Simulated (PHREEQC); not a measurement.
0.17 g of hydrous ferric oxide (600 m²/g; 0.2 weak and 0.005 strong sites per Fe, Dzombak-Morel constants, diffuse double layer) in 1 kg of water with 0.005 mol/kgw of an inert sodium salt and 9.3e-05 mol CaCl2, at 25 °C; the pH is set by adding NaOH or the inert anion's acid. Oxygen alone is held at its pressure in air (log pO2 = -0.68). CO2 from the air is kept out. Precipitation was switched off in this run.

Model: ion-association model, wateq4f.dat, run in PHREEQC.

Task: Predict Ca sorbed (%) at pH = 4.5, 6.5.

Result: 
```tsv
pH	Ca sorbed (%)
4.5	0.0
6.5	0.1
```

The oxide is taken as insoluble; below pH 4 it would dissolve.
